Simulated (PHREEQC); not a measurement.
Leach liquor: speciation

Solution (25 °C): 30 mmol/kgw HCl, 69 mmol/kgw FeSO4 and 0.88 mmol/kgw Fe2(SO4)3. Closed to the air; pH follows from the charge balance.

Equilibrium calculation in PHREEQC: ion-association model, phreeqc.dat.

Precipitation was switched off in this run.

Question: Predict the pH.

Answer: pH 1.95.

Question: In which forms is S present?

Answer: SO4-2 43 %, FeSO4 32 %, HSO4- 19 %, FeHSO4+ 3.3 %, FeSO4+ 1.8 %, Fe(SO4)2- 0.7 % of the S.

Saturation is exceeded, for instance for Hematite (slow to form), Goethite (slow to form); the values hold only as long as no solid forms. Species that the database lacks are ignored.
